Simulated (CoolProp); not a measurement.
Model: reference Helmholtz-energy equation of state, Younglove 1994, in CoolProp. It is a modified Benedict-Webb-Rubin equation, recast in Helmholtz form.

### Question
For R123, give the phase and the Z, cv (kJ/(kg K)), speed of sound (m/s), Joule-Thomson coefficient (K/MPa) at 479.2 K and 4.61 MPa.

### Answer
- 479.2 K and 4.61 MPa: supercritical; Z 0.433, cv 0.917, speed of sound 94.5, Joule-Thomson coefficient 14.0
